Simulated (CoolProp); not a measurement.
Properties of isopentane along the isotherm 332.3 K.

Model: reference Helmholtz-energy equation of state, Lemmon 2006, in CoolProp. It is a short technical equation, of lower accuracy than the large ones.

| p (MPa) | phase | density (kg/m³) | cp (kJ/(kg K)) | speed of sound (m/s) | Joule-Thomson coefficient (K/MPa) | conductivity (mW/(m K)) |
|---|---|---|---|---|---|---|
| 0.603 | liquid | 579.1 | 2.463 | 803.3 | -0.2438 | 91.8 |
| 1.21 | liquid | 580.4 | 2.457 | 811.1 | -0.2507 | 92.3 |
| 1.81 | liquid | 581.6 | 2.452 | 818.6 | -0.2573 | 92.8 |
| 2.41 | liquid | 582.8 | 2.447 | 826.0 | ? | 93.3 |
| 3.02 | liquid | 583.9 | 2.443 | 833.4 | -0.2695 | 93.8 |
| 3.62 | liquid | 585.1 | 2.438 | 840.6 | -0.2752 | 94.2 |
| 4.22 | liquid | 586.2 | 2.434 | 847.6 | -0.2807 | 94.7 |
| 4.83 | liquid | 587.3 | 2.430 | 854.6 | -0.2860 | 95.1 |
| 5.43 | liquid | ? | 2.426 | 861.4 | -0.2909 | 95.6 |
| 6.03 | liquid | 589.4 | 2.422 | 868.0 | -0.2957 | 96.0 |
| 6.64 | liquid | 590.5 | 2.419 | 874.7 | -0.3004 | 96.5 |
| 7.24 | liquid | 591.5 | 2.415 | 881.2 | -0.3048 | 96.9 |
| 7.84 | liquid | 592.5 | 2.412 | 887.6 | -0.3091 | 97.3 |
| 8.45 | liquid | ? | 2.409 | 894.0 | -0.3133 | 97.7 |

Question: Complete the blanks.

Answer: 
- 2.41, Joule-Thomson coefficient (K/MPa): -0.2635
- 5.43, density (kg/m³): 588.4
- 8.45, density (kg/m³): 593.5

Thermal conductivity comes from a separate model (Vassiliou 2015).
